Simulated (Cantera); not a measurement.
What does this Cantera script print?

```python
import numpy as np
import cantera as ct

gas_names = """
    Cr CrO CrO2 CrO3 H HO2 H2 H2O H2O2 O OH O2 O3
""".split()
cond_names = """
    Cr(cr) Cr(L) Cr2O3(s) Cr2O3(L) H2O(s) H2O(L)
""".split()


# ... load() reads the species with a 1 bar reference pressure and builds the phases ...
atoms = {
    'Cr2O3': {'Cr': 2, 'O': 3},
    'H2': {'H': 2},
    'H2O': {'H': 2, 'O': 1},
}
top_T = {}  # K; cautious upper limits of use, not melting points


# ... equilibrate(T, P, feed) seeds the gas with the atoms and calls Mixture.equilibrate('TP', solver="vcs", rtol=1e-11, max_steps=5000) ...
results = []
T = 2050  # K
P = 7800  # Pa
for m in [1.3, 4.4, 15, 48, 160, 520, 1700]:
    feed = {'Cr2O3': 1, 'H2': m, 'H2O': 3.4}  # mol
    mix = equilibrate(T, P, feed)
    results.append((T, P, feed, dict(zip(mix.species_names, mix.species_moles))))

top = {s: max(r[3][s] / sum(r[3][g] for g in gas_names) for r in results) for s in gas_names}
cols = sorted((s for s in top if top[s] > 1e-06), key=lambda s: -top[s])[:6]
seen = [c for c in cond_names if any(r[3].get(c, 0) > 1e-12 for r in results)]
print("log10 of partial pressures in bar; condensed amounts in mol")
print(f"{'n(H2)':>10s}" + "".join(f"{s[:9]:>10s}" for s in cols + seen))
for T, P, feed, n in results:
    ng = sum(n[g] for g in gas_names)
    print(f"{feed['H2']:10.4g}" + "".join(f"{np.log10(max(n[s] / ng * P / 1e5, 1e-99)):10.3f}" for s in cols)
          + "".join(f"{n.get(c, 0):10.4g}" for c in seen))
```

It prints:

```
log10 of partial pressures in bar; condensed amounts in mol
     n(H2)        H2       H2O        Cr         H        OH       CrO  Cr2O3(s)
       1.3    -1.670    -1.251    -5.955    -3.479    -4.021    -5.682    0.9998
       4.4    -1.360    -1.470    -5.161    -3.324    -4.396    -5.417    0.9994
        15    -1.201    -1.842    -4.365    -3.245    -4.847    -5.152     0.994
        48    -1.145    -2.263    -3.649    -3.217    -5.296    -4.913    0.9214
       160    -1.131    -2.576    -3.157    -3.210    -5.617    -4.749    0.2423
       520    -1.118    -3.026    -3.533    -3.203    -6.072    -5.586         0
      1700    -1.114    -3.536    -4.042    -3.201    -6.585    -6.610         0
```

Cantera equilibrium calculation (NASA polynomials, part measured and part estimated; ideal gas, pure solids and liquids).
